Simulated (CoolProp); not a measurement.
Saturated liquid density (kg/m³) of 1-butene: the reference equation beside estimates from Tc = 419.3 K, pc = 40.06 bar, ω = 0.192. Rackett uses Z = 0.29056 − 0.08775 ω.

The numbers come from the reference Helmholtz-energy equation of state, Lemmon 2005 in CoolProp. It is a short technical equation, of lower accuracy than the large ones.

```
T (K)  reference  Rackett  Redlich-Kwong  Soave-Redlich-Kwong
-----  ---------  -------  -------------  -------------------
197.9      700.4    693.2          638.2                644.8
215.6      681.8    675.8          622.0                630.4
233.3      662.9    657.8          604.5                614.7
251.1      643.4    638.9          585.5                597.3
268.8      623.4    619.3          565.0                578.4
286.5      602.5    598.6          542.8                557.6
304.2      580.5    576.7          518.5                534.4
321.9      556.9    553.1          491.9                508.5
339.6      531.3    527.4          462.2                479.1
357.4      502.4    498.6          428.6                445.1
375.1      469.1    465.5          389.8                405.0
392.8      427.5    424.3          342.6                355.2
410.5      364.1    361.9          276.3                283.7
```

Absolute difference from the reference over all 13 rows, mean and median: Rackett 0.7 and 0.7 %, Redlich-Kwong 12.7 and 10.7 %, Soave-Redlich-Kwong 10.4 and 7.9 %.
